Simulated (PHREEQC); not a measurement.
Make-up at 25 °C: 37 mmol/kgw HF, 3.5 mmol/kgw H2SiF6, 30 mmol/kgw HBF4 and 0.053 mmol/kgw HNO3. Closed to the air; pH follows from the charge balance.

Model: ion-association model, phreeqc.dat, run in PHREEQC.

```json
{
 "pH": "1.48",
 "ionic_strength": "0.0416 mol/kgw",
 "total_alkalinity": "-178 meq/kg"
}
```

| species | molality | activity | log γ |
|---|---|---|---|
| H+ | 0.0381 | 0.0328 | -0.065 |
| HF | 0.0362 | 0.0366 | 0.004 |
| BF4- | 0.0297 | 0.0247 | -0.080 |
| SiF6-2 | 0.00350 | 0.00171 | -0.312 |
| F- | 0.000903 | 0.000744 | -0.084 |
| BF3OH- | 0.000298 | 0.000248 | -0.080 |
| HF2- | 0.000125 | 0.000104 | -0.080 |
| NO3- | 5.30e-5 | 4.34e-5 | -0.087 |
| H3BO3 | 1.18e-5 | 1.20e-5 | 0.004 |
| BF2(OH)2- | 1.11e-5 | 9.26e-6 | -0.080 |

Precipitation was switched off in this run. Complexes and solids missing from the database can't appear. SiF6-2 is the database's only silicon fluoride. Real BF4- forms and hydrolyses slowly; the run takes it at equilibrium.
